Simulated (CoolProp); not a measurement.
Vapour pressure (bar) of water: the reference equation beside estimates from Tc = 647.1 K, pc = 220.6 bar, ω = 0.344. Clausius-Clapeyron is anchored at 430.9 K with a constant enthalpy of vaporisation of 37.64 kJ/mol.

Model: reference Helmholtz-energy equation of state, Wagner 2002, in CoolProp.

```csv
T (K),reference,Clausius-Clapeyron,van der Waals,Peng-Robinson
414,3.703,3.801,27.50,3.631
417.4,4.072,4.155,28.75,4.000
420.8,4.469,4.536,30.04,4.398
424.1,4.884,4.932,(withheld),4.815
427.5,(withheld),5.369,32.70,5.276
430.9,5.837,5.837,34.11,5.773
434.3,(withheld),6.337,35.56,6.305
437.6,6.914,6.855,(withheld),6.859
441,7.519,(withheld),38.53,7.469
444.4,8.164,8.031,40.10,8.121
```

Problem. Some entries are withheld; supply them.

Solution. 
- 424.1, van der Waals: 31.34
- 427.5, reference: 5.343
- 434.3, reference: 6.365
- 437.6, van der Waals: 37.00
- 441, Clausius-Clapeyron: 7.424

Absolute difference from the reference over all 10 rows, mean and median: Clausius-Clapeyron 1.2 and 1.1 %, van der Waals 505.6 and 498.2 %, Peng-Robinson 1.2 and 1.2 %.
